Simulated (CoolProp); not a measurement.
A single-stage vapour-compression cycle with propane: evaporating at 199.15 K (dew point), condensing at 250.15 K (bubble point), superheat 0 K, subcooling 2 K, compressor efficiency 0.8, no pressure losses. Each further row changes one setting.

Computed with CoolProp (reference Helmholtz-energy equation of state, Lemmon 2009).

| case | cooling COP | pressure ratio | discharge temperature (K) | refrigerating effect (kJ/kg) | volumetric capacity (kJ/m³) |
|---|---|---|---|---|---|
| as stated | 2.61 | 11.4 | 294.6 | 348 | 180 |
| evaporating temperature 204.15 K | 3.03 | (withheld) | (withheld) | 354 | 241 |
| condensing temperature 245.15 K | 2.96 | 9.47 | 286.9 | 360 | 186 |
| subcooling 7 K | 2.70 | 11.4 | 294.6 | 360 | 186 |
| superheat 10 K | (withheld) | 11.4 | (withheld) | 361 | (withheld) |
| compressor efficiency 0.7 | (withheld) | 11.4 | 305.7 | 348 | 180 |

Question: Fill in the missing entries.

Answer: 
- evaporating temperature 204.15 K, pressure ratio: 8.47
- evaporating temperature 204.15 K, discharge temperature (K): 288.4
- superheat 10 K, cooling COP: 2.59
- superheat 10 K, discharge temperature (K): 305.9
- superheat 10 K, volumetric capacity (kJ/m³): 177
- compressor efficiency 0.7, cooling COP: 2.28
